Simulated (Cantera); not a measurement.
An isothermal, constant-pressure homogeneous reactor starts with H2 : O2 = 0.0057 : 1 (molar parts), equivalence ratio 0.0029, at 1300 K and 1200 Pa.

Computed with Cantera and the H2/O2 subset of GRI-Mech 3.0, which has no nitrogen chemistry. Radical loss at walls, strong at low pressure, is not modelled.

One state of this run: x H2 = 1.20e-5; x O2 = 0.989; x H2O2 = 7.12e-9; x O = 0.00450; x OH = 0.000570; x HO2 = 2.97e-7. x: mole fraction; the columns are a selection and need not sum to one.

Question: Which value of t (s) does it belong to?
A) 2.00
B) 0.0921
C) 0.00424
D) 0.000195

Answer: B, 0.0921
